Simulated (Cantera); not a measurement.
A freely propagating, adiabatic, planar premixed flame of 44.4 % H₂, 11.7 % O₂, 43.9 % N₂, equivalence ratio 1.9, unburnt at 325 K and 1.00 atm; mixture-averaged transport, grid criteria slope 0.08 and curve 0.16, no radiation.

Detailed kinetics in Cantera: the H2/O2 subset of GRI-Mech 3.0, which has no nitrogen chemistry. Burning velocities carry a grid error of a few per cent, more on coarse grids.

Question: Predict: laminar burning velocity; thermal thickness; peak x(O); peak x(OH); peak x(H₂O₂).

Answer: 
| Item | Value |
|---|---|
| laminar burning velocity | 345 cm/s |
| thermal thickness | 0.331 mm |
| peak x(O) | 0.00330 |
| peak x(OH) | 0.00388 |
| peak x(H₂O₂) | 0.000101 |
